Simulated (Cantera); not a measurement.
Input: 1 mol SiC, 0.015 mol H₂O, 850 mol N₂, equilibrated at 1.50 Pa.

Equilibrium computed with Cantera from the NASA thermochemical tables; the gas is ideal and each condensed phase is pure. Candidate condensed phases: C, C₆H₆, C₇H₈, C₈H₁₈, H₂O, Si, SiC, SiO₂, Si₂N₂O, Si₃N₄; 151 gas species. Rates play no part. All values below are at 1925 K.

Base state: N₂ 0.999, Si 0.00114, CN 5.27e-5, H 3.37e-5, SiC₂ 3.28e-5, CO 1.76e-5 (mole fractions); condensed: C(graphite).

What changes in the equilibrium state with this change: H₂O from 0.015 to 1.1 mol?


| species | before | after |
|---|---|---|
| N₂ | 0.999 | 0.995 |
| H | 3.37e-5 | 0.00239 |
| CO | 1.76e-5 | 0.00117 |
| Si | 0.00114 | 0.00105 |
| SiO | 3.27e-9 | 0.000117 |
| SiC₂ | 3.28e-5 | <1e-9 |
| H₂ | 1.86e-8 | 9.36e-5 |
| CN | 5.27e-5 | 8.99e-8 |
| C(graphite), mol | 0.880 | 0 |
